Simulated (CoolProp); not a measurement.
Saturation properties of carbon dioxide.

Values from CoolProp's reference Helmholtz-energy equation of state, Span 1996.

```
T (°C)  p (MPa)  liquid density (kg/m³)  vapour density (kg/m³)  surface tension (mN/m)  liquid viscosity (µPa s)
------  -------  ----------------------  ----------------------  ----------------------  ------------------------
-49.55   0.6949                    1153                   18.24                    14.9                       225
-45.25   0.8238                    1137                   21.51                    13.9                       210
-41.05   0.9662                    1121                   25.14                    12.9                       196
-36.75    1.130                    1104                   29.35                    12.0                       183
-32.45    1.314                    1086                   34.11                    11.0                       171
-28.15    1.519                    1068                   39.50                    10.1                       159
-23.85    1.746                    1049                   45.58                    9.17                       149
-19.65    1.991                    1030                   52.29                    8.30                       139
-15.35    2.267                    1010                   60.05                    7.43                       130
-11.05    2.570                   988.3                   68.86                    6.57                       121
-6.75     2.902                   965.8                   78.88                    5.74                       113
-2.55     3.256                   942.4                   90.07                    4.95                       105
```

Viscosity comes from a separate model (Laesecke 2017). Surface tension comes from a separate correlation (Mulero 2012).
